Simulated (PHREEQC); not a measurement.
Dissolve 0.0025 mol Na2SiO3 and 0.15 mol Cs2CO3 per kg of water at 5 °C. Closed to the air; pH follows from the charge balance.

Model: ion-association model, wateq4f.dat, run in PHREEQC.

This is a speciation only: nothing precipitates in the calculation.

Question: Estimate the pH, ionic strength, activity of water.

Answer: pH 12.12; ionic strength 0.452 mol/kgw; activity of water 0.992.

Question: In which forms is Na present?

Answer: Na+ 81 %, NaCO3- 19 % of the Na.

Constants without temperature data keep their 25 °C values here.
